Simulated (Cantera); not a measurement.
**Diamond growth**

A diamond (100) surface in a fixed gas of H2 with x(CH4) = 0.0025, x(H) = 0.00061, x(CH3) = 0.00095, 6000 Pa; coverages are run to steady state.

Detailed kinetics in Cantera: the Harris–Goodwin 1993 mechanism for the reconstructed diamond (100) surface.

```
T (K)  growth (µm/h)  θ c6HH   θ c6H*  θ c6*H   θ c6**    θ c6HM
-----  -------------  ------  -------  ------  -------  --------
950             9.12   0.308  0.00648   0.154  0.00210     0.406
1025            12.1   0.364   0.0123   0.235  0.00451     0.274
1100            9.30   0.443   0.0223   0.353  0.00894     0.111
1175            5.05   0.468   0.0323   0.435   0.0136    0.0265
1250            3.64   0.458   0.0400   0.466   0.0171   0.00546
1325            3.10   0.449   0.0463   0.474   0.0200   0.00115
1400            1.76   0.450   0.0516   0.472   0.0223  0.000258
```
θ: site fractions in the mechanism's names (c6HH fully hydrogenated, c6H* and c6*H radical sites, c6** diradical, c6HM methylated).
